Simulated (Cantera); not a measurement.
Input (Python, Cantera):

```python
import numpy as np
import cantera as ct

gas = ct.Solution("h2o2.yaml")
gas.TPX = 1423, 990, {'H2': 0.033, 'O2': 2.6}
reactor = ct.IdealGasConstPressureReactor(gas, energy="off", clone=False)
net = ct.ReactorNet([reactor])
net.rtol, net.atol = 1e-08, 1e-18
show = ['H2', 'O2', 'OH', 'H', 'H2O', 'HO2', 'O']
times = np.geomspace(4e-06, 2, 12)

steps = ct.SolutionArray(gas, extra=["t"])
rows = []
print(f"{'t/s':>10s}{'T/K':>9s}{'P/Pa':>11s}" + "".join(f"{s:>11s}" for s in show))
for t in times:
    while net.time < t:
        t_next = net.step()
        steps.append(gas.state, t=t_next)
    rows.append([np.interp(t, steps.t, y) for y in (steps.T, steps.P, *steps(*show).X.T)])
    print(f"{t:10.3e}{rows[-1][0]:9.1f}{rows[-1][1]:11.4g}" + "".join(f"{x:11.3e}" for x in rows[-1][2:]))
rate = np.gradient(steps.T, steps.t)
print("integrator steps:", len(steps.t))
if steps.T.max() > steps.T[0] + 200:
    print(f"time of steepest temperature rise: {steps.t[rate.argmax()]:.4e} s")
gas.TPX = 1423, 990, {'H2': 0.033, 'O2': 2.6}
gas.equilibrate("TP")
print(f"equilibrium (TP): T = {gas.T:.1f} K  " + "  ".join(f"{s} {gas[s].X[0]:.3e}" for s in show))
```

It prints:

```
       t/s      T/K       P/Pa         H2         O2         OH          H        H2O        HO2          O
 4.000e-06   1423.0        990  1.253e-02  9.875e-01  9.051e-11  1.086e-09  4.793e-13  1.176e-09  9.063e-11
 1.319e-05   1423.0        990  1.253e-02  9.875e-01  8.684e-10  3.019e-09  1.555e-11  3.876e-09  8.723e-10
 4.347e-05   1423.0        990  1.253e-02  9.875e-01  6.711e-09  6.389e-09  4.263e-10  1.278e-08  6.816e-09
 1.433e-04   1423.0        990  1.253e-02  9.875e-01  3.772e-08  1.114e-08  8.687e-09  4.211e-08  3.969e-08
 4.725e-04   1423.0        990  1.253e-02  9.875e-01  2.375e-07  3.657e-08  1.646e-07  1.386e-07  2.672e-07
 1.558e-03   1423.0        990  1.252e-02  9.875e-01  8.056e-06  1.038e-06  9.990e-06  4.541e-07  9.404e-06
 5.136e-03   1423.0        990  7.514e-04  9.763e-01  2.681e-03  6.043e-04  1.014e-02  4.732e-07  9.495e-03
 1.693e-02   1423.0        990  5.979e-05  9.757e-01  1.718e-03  4.136e-04  1.141e-02  3.466e-07  1.073e-02
 5.582e-02   1423.0        990  5.670e-05  9.763e-01  1.674e-03  3.805e-04  1.145e-02  3.374e-07  1.014e-02
 1.840e-01   1423.0        990  4.797e-05  9.780e-01  1.541e-03  2.931e-04  1.159e-02  3.095e-07  8.502e-03
 6.067e-01   1423.0        990  2.977e-05  9.816e-01  1.216e-03  1.402e-04  1.187e-02  2.394e-07  5.171e-03
 2.000e+00   1423.0        990  1.015e-05  9.853e-01  7.119e-04  2.719e-05  1.222e-02  1.272e-07  1.720e-03
integrator steps: 935
equilibrium (TP): T = 1423.0 K  H2 8.188e-08  O2 9.873e-01  OH 6.410e-05  H 1.923e-08  H2O 1.258e-02  HO2 3.885e-08  O 1.353e-05
```

Computed with Cantera and the H2/O2 subset of GRI-Mech 3.0, which has no nitrogen chemistry. Radical loss at walls, strong at low pressure, is not modelled.
